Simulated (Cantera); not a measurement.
A freely propagating, adiabatic, planar premixed flame of CO : H2 : CH4 : O2 : N2 : CO2 = 1 : 0.19 : 0.13 : 0.713 : 2.1 : 0.18 (molar parts), equivalence ratio 1.2, unburnt at 575 K and 0.530 bar; mixture-averaged transport, grid criteria slope 0.08 and curve 0.16, no radiation.

Computed with Cantera and GRI-Mech 3.0 (53 species, 325 reactions). Burning velocities carry a grid error of a few per cent, more on coarse grids.

### Question
Predict: laminar burning velocity; thermal thickness; peak x(HO2); peak x(CH3); peak x(C2H4).

### Answer
```
Quantity                    Result
------------------------  --------
laminar burning velocity  273 cm/s
thermal thickness         0.681 mm
peak x(HO2)               0.000177
peak x(CH3)               0.000490
peak x(C2H4)               1.49e-5
```
